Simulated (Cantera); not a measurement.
Cantera run, input and output.

```python
import numpy as np
import cantera as ct

gas = ct.Solution("gri30.yaml")
gas.TPX = 1523, 59000, {'CH4': 1, 'CO': 0.81, 'O2': 3.88, 'N2': 36.5}
reactor = ct.IdealGasReactor(gas, energy="on", clone=False)
net = ct.ReactorNet([reactor])
net.rtol, net.atol = 1e-08, 1e-16
show = ['CH4', 'CO', 'O2', 'H', 'HCO', 'CH2O', 'HCN']
times = np.geomspace(3e-06, 1, 15)

steps = ct.SolutionArray(gas, extra=["t"])
rows = []
print(f"{'t/s':>10s}{'T/K':>9s}{'P/Pa':>11s}" + "".join(f"{s:>11s}" for s in show))
for t in times:
    while net.time < t:
        t_next = net.step()
        steps.append(gas.state, t=t_next)
    rows.append([np.interp(t, steps.t, y) for y in (steps.T, steps.P, *steps(*show).X.T)])
    print(f"{t:10.3e}{rows[-1][0]:9.1f}{rows[-1][1]:11.4g}" + "".join(f"{x:11.3e}" for x in rows[-1][2:]))
rate = np.gradient(steps.T, steps.t)
print("integrator steps:", len(steps.t))
if steps.T.max() > steps.T[0] + 200:
    print(f"time of steepest temperature rise: {steps.t[rate.argmax()]:.4e} s")
gas.TPX = 1523, 59000, {'CH4': 1, 'CO': 0.81, 'O2': 3.88, 'N2': 36.5}
gas.equilibrate("UV")
print(f"equilibrium (UV): T = {gas.T:.1f} K  " + "  ".join(f"{s} {gas[s].X[0]:.3e}" for s in show))
```

Result:

```
       t/s      T/K       P/Pa        CH4         CO         O2          H        HCO       CH2O        HCN
 3.000e-06   1523.0    5.9e+04  2.370e-02  1.920e-02  9.196e-02  9.098e-09  2.399e-13  1.295e-10  5.721e-20
 7.441e-06   1523.0    5.9e+04  2.370e-02  1.920e-02  9.196e-02  1.148e-08  3.658e-13  1.021e-09  4.530e-19
 1.845e-05   1523.0    5.9e+04  2.370e-02  1.920e-02  9.196e-02  1.265e-08  6.962e-13  8.107e-09  3.637e-18
 4.577e-05   1523.0    5.9e+04  2.370e-02  1.920e-02  9.196e-02  1.450e-08  1.860e-12  6.001e-08  2.695e-17
 1.135e-04   1523.0    5.9e+04  2.370e-02  1.920e-02  9.196e-02  1.952e-08  7.930e-12  4.359e-07  1.969e-16
 2.816e-04   1523.0    5.9e+04  2.368e-02  1.920e-02  9.196e-02  3.620e-08  6.231e-11  3.370e-06  1.609e-15
 6.983e-04   1523.2  5.901e+04  2.360e-02  1.919e-02  9.191e-02  1.393e-07  1.114e-09  3.054e-05  2.086e-14
 1.732e-03   1531.7  5.935e+04  2.195e-02  1.937e-02  9.087e-02  4.686e-06  1.404e-07  4.269e-04  1.103e-11
 4.296e-03   2267.2  8.744e+04  1.035e-19  4.639e-03  3.596e-02  5.902e-04  4.104e-10  1.298e-12  7.989e-13
 1.065e-02   2301.9   8.86e+04  4.416e-20  2.726e-03  3.522e-02  2.458e-04  1.155e-10  5.279e-13  6.996e-13
 2.643e-02   2299.9  8.852e+04  4.331e-20  2.699e-03  3.477e-02  2.411e-04  1.127e-10  5.182e-13  8.055e-13
 6.554e-02   2295.8  8.835e+04  4.211e-20  2.666e-03  3.394e-02  2.350e-04  1.090e-10  5.060e-13  9.750e-13
 1.626e-01   2290.8  8.815e+04  4.064e-20  2.626e-03  3.293e-02  2.278e-04  1.048e-10  4.916e-13  1.136e-12
 4.032e-01   2288.4  8.806e+04  3.997e-20  2.608e-03  3.246e-02  2.245e-04  1.029e-10  4.851e-13  1.198e-12
 1.000e+00   2288.3  8.806e+04  3.992e-20  2.607e-03  3.243e-02  2.242e-04  1.028e-10  4.847e-13  1.202e-12
integrator steps: 1869
time of steepest temperature rise: 2.1756e-03 s
equilibrium (UV): T = 2288.3 K  CH4 6.038e-20  CO 2.607e-03  O2 3.243e-02  H 2.242e-04  HCO 1.028e-10  CH2O 4.847e-13  HCN 1.202e-12
```

Model: GRI-Mech 3.0 (53 species, 325 reactions), integrated in Cantera.
